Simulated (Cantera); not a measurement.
A perfectly stirred reactor is fed with CH₄ : N₂ = 1 : 42 (molar parts), at 20.0 Torr; it is held at 1425 K, and followed from long to short residence time.

Cantera simulation using GRI-Mech 3.0 (53 species, 325 reactions); the numbers are that mechanism's predictions, not measurements. GRI-Mech 3.0 stops at C3 and has no aromatics, soot or wall deposition, so with more carbon than oxygen in the feed, carbon stays in small species such as C2H2 where larger ones or solid carbon would form. Radical loss at walls, strong at low pressure, is not modelled.

**Question.** What does this change do: temperature 1425 to 1850 K?

**Answer.** 
| quantity | before | after |
|---|---|---|
| x(CH₄) at τ = 8.80 s | 0.0186 | 0.000392 |
| x(H) at τ = 8.80 s | 1.03e-6 | 0.000317 |
| x(C₂H₂) at τ = 8.80 s | 0.00200 | 0.0107 |
| x(C₂H₆) at τ = 8.80 s | 9.64e-6 | 1.15e-8 |
| x(C₂H₄) at τ = 8.80 s | 0.000238 | 2.32e-6 |
| x(CH₄) at τ = 17.0 ms | 0.0233 | 0.0180 |
| x(H) at τ = 17.0 ms | 4.23e-9 | 2.85e-5 |
| x(C₂H₂) at τ = 17.0 ms | 1.56e-11 | 0.00155 |
| x(C₂H₆) at τ = 17.0 ms | 1.92e-9 | 1.89e-6 |
| x(C₂H₄) at τ = 17.0 ms | 2.41e-9 | 0.000577 |

**Question.** What does this change do: temperature 1425 to 1750 K?

**Answer.** 
| quantity | before | after |
|---|---|---|
| x(CH₄) at τ = 8.80 s | 0.0186 | 0.000969 |
| x(H) at τ = 8.80 s | 1.03e-6 | 0.000147 |
| x(C₂H₂) at τ = 8.80 s | 0.00200 | 0.0108 |
| x(C₂H₆) at τ = 8.80 s | 9.64e-6 | 6.11e-8 |
| x(C₂H₄) at τ = 8.80 s | 0.000238 | 6.62e-6 |
| x(CH₄) at τ = 17.0 ms | 0.0233 | 0.0221 |
| x(H) at τ = 17.0 ms | 4.23e-9 | 3.63e-6 |
| x(C₂H₂) at τ = 17.0 ms | 1.56e-11 | 0.000162 |
| x(C₂H₆) at τ = 17.0 ms | 1.92e-9 | 1.50e-6 |
| x(C₂H₄) at τ = 17.0 ms | 2.41e-9 | 0.000208 |
